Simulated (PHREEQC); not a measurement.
Make-up at 25 °C: 0.0814 mol/kgw H3PO4 and 0.00062 mol/kgw H2SO4. Closed to the air; pH follows from the charge balance.

Equilibrium calculation in PHREEQC: ion-association model, phreeqc.dat.

Precipitation was switched off in this run.

Question: What pH, ionic strength does the model give?

Answer: pH 1.69; ionic strength 0.0236 mol/kgw.

Question: In which forms is P present?

Answer: H3PO4 72 %, H2PO4- 28 % of the P.
